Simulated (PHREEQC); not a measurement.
Solution A (0.044 mol HF, 0.0005 mol KF, 0.0064 mol (NH4)2SiF6 and 0.00084 mol H2SO4 per kg of water) is mixed with solution B (0.14 mol/kgw NH4HF2, 0.00049 mol/kgw (NH4)2SiF6, 0.083 mol/kgw HBF4 and 0.00025 mol/kgw H2SO4) at 20 °C; shares are by mass of water, 1 kg in all. Oxygen is held at 0.21 atm. No CO2 enters from the air. Solids allowed: Chalcedony. Others were left out.

All values are PHREEQC results (ion-association model, phreeqc.dat), not measurements.

```json
[
 {"share of solution B": "0", "pH": "2.21", "SO4-2 (mol/kgw)": "0.000587", "HF (mol/kgw)": "0.0377", "HSO4- (mol/kgw)": "0.000201"},
 {"share of solution B": "0.1", "pH": "…", "SO4-2 (mol/kgw)": "0.000541", "HF (mol/kgw)": "…", "HSO4- (mol/kgw)": "0.000152"},
 {"share of solution B": "0.2", "pH": "2.30", "SO4-2 (mol/kgw)": "0.000490", "HF (mol/kgw)": "…", "HSO4- (mol/kgw)": "0.000122"},
 {"share of solution B": "0.3", "pH": "2.31", "SO4-2 (mol/kgw)": "0.000439", "HF (mol/kgw)": "0.0879", "HSO4- (mol/kgw)": "0.000101"},
 {"share of solution B": "0.4", "pH": "2.31", "SO4-2 (mol/kgw)": "0.000390", "HF (mol/kgw)": "0.103", "HSO4- (mol/kgw)": "8.54e-5"},
 {"share of solution B": "0.5", "pH": "2.31", "SO4-2 (mol/kgw)": "0.000344", "HF (mol/kgw)": "…", "HSO4- (mol/kgw)": "7.28e-5"},
 {"share of solution B": "0.6", "pH": "2.31", "SO4-2 (mol/kgw)": "0.000300", "HF (mol/kgw)": "…", "HSO4- (mol/kgw)": "6.20e-5"},
 {"share of solution B": "0.7", "pH": "2.30", "SO4-2 (mol/kgw)": "0.000258", "HF (mol/kgw)": "…", "HSO4- (mol/kgw)": "5.25e-5"},
 {"share of solution B": "0.8", "pH": "2.29", "SO4-2 (mol/kgw)": "0.000217", "HF (mol/kgw)": "0.163", "HSO4- (mol/kgw)": "4.39e-5"},
 {"share of solution B": "0.9", "pH": "2.28", "SO4-2 (mol/kgw)": "0.000179", "HF (mol/kgw)": "…", "HSO4- (mol/kgw)": "3.59e-5"},
 {"share of solution B": "1", "pH": "2.28", "SO4-2 (mol/kgw)": "0.000142", "HF (mol/kgw)": "0.191", "HSO4- (mol/kgw)": "2.84e-5"}
]
```

Problem. Fill in the missing entries.

Solution. 
- 0.1, pH: 2.27
- 0.1, HF (mol/kgw): 0.0553
- 0.2, HF (mol/kgw): 0.0719
- 0.5, HF (mol/kgw): 0.119
- 0.6, HF (mol/kgw): 0.134
- 0.7, HF (mol/kgw): 0.148
- 0.9, HF (mol/kgw): 0.177

Species that the database lacks are ignored. SiF6-2 is the database's only silicon fluoride. Real BF4- forms and hydrolyses slowly; the run takes it at equilibrium.
